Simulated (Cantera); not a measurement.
**Equilibrium for fluorocarbon and chlorocarbon gases: CF₄ + HCl + CH₄**

Feed: 1 mol CF₄, 0.71 mol HCl, 0.29 mol CH₄, equilibrated at 22000 Pa.

These are equilibrium values from Cantera (NASA tables, ideal gas, pure condensed phases), not measurements of a reactor. Candidate condensed phases: C, C₆H₆, C₇H₈, C₈H₁₈; 135 gas species. Ions and electrons are included (thermal ionisation). The tables' values for CCl are old estimates; treat these amounts as uncertain. Kinetics and transport are ignored.

```csv
T (K),log p F,log p HF,log p H,log p Cl,log p C,log p CF₂,log p CF,log p C₃,log p C₂,n C(graphite)
3000,-1.23,-1.02,-3.61,-1.45,-4.30,-1.67,-2.16,-3.51,-4.50,0.712
3250,-1.15,-1.06,-2.92,-1.48,-3.34,-2.02,-1.88,-2.44,-3.41,0.537
3500,-1.11,-1.12,-2.34,-1.52,-2.68,-2.52,-1.82,-2.00,-2.79,0
3750,-1.06,-1.21,-1.88,-1.55,-2.26,-3.08,-1.91,-2.06,-2.55,0
4000,-1.02,-1.39,-1.58,-1.59,-1.93,-3.61,-2.02,-2.24,-2.43,0
4250,-0.99,-1.65,-1.42,-1.64,-1.70,-4.14,-2.19,-2.58,-2.44,0
4500,-0.97,-1.97,-1.34,-1.67,-1.56,-4.71,-2.42,-3.09,-2.58,0
4750,-0.96,-2.30,-1.31,-1.69,-1.50,-5.29,-2.69,-3.72,-2.83,0
5000,-0.96,-2.61,-1.29,-1.69,-1.47,-5.85,-2.97,-4.37,-3.11,0
```
log p: log10 of the partial pressure in bar; n: condensed amount in mol.

From 3000 K to 3250 K the condensed part is C(graphite). From 3500 K to 5000 K nothing is condensed. The main C-bearing gas is CF₂ at 3000 K and C at 5000 K.
